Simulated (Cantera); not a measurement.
Boron, boron nitride and boron oxide: B₂O₃ + H₂ + N₂ + O₂

A closed system holds: 1 mol B₂O₃, 14 mol H₂, 0.43 mol N₂, 0.73 mol O₂, equilibrated at 54.0 Pa.

These are equilibrium values from Cantera (NASA tables, ideal gas, pure condensed phases), not measurements of a reactor. Candidate condensed phases: B, BN, B₂O₃, B₃O₃H₃, H₂O; 39 gas species. Rates play no part.

From 775 K to 1375 K the condensed part is B₂O₃(l). From 1475 K to 1675 K nothing is condensed. The main B-bearing gas is (HBO₂)₃ at 775 K and HBO₂ at 1675 K.

```tsv
T (K)	x H₂	x HBO₂	x H₂O	x N₂	x B₂O₃	x H	x HBO	x BO	n B₂O₃(l)
775	0.869	7.52e-7	0.101	0.0298	<1e-12	3.98e-11	<1e-12	<1e-12	0.998
875	0.869	1.76e-5	0.101	0.0298	6.40e-12	2.01e-9	1.01e-10	<1e-12	0.999
975	0.869	0.000209	0.101	0.0298	1.82e-9	4.59e-8	6.33e-9	<1e-12	0.998
1075	0.868	0.00153	0.100	0.0298	1.73e-7	5.88e-7	1.79e-7	7.04e-12	0.989
1175	0.866	0.00774	0.0969	0.0297	7.39e-6	4.91e-6	2.85e-6	7.45e-10	0.944
1275	0.856	0.0285	0.0855	0.0294	0.000170	2.94e-5	3.00e-5	3.89e-8	0.789
1375	0.834	0.0755	0.0595	0.0286	0.00244	0.000135	0.000248	1.27e-6	0.394
1475	0.811	0.109	0.0408	0.0279	0.00995	0.000503	0.00101	1.69e-5	0
1575	0.809	0.105	0.0430	0.0278	0.0115	0.00161	0.00168	7.82e-5	0
1675	0.806	0.101	0.0454	0.0278	0.0127	0.00449	0.00258	0.000296	0
```
x: gas mole fraction; n: condensed amount in mol.
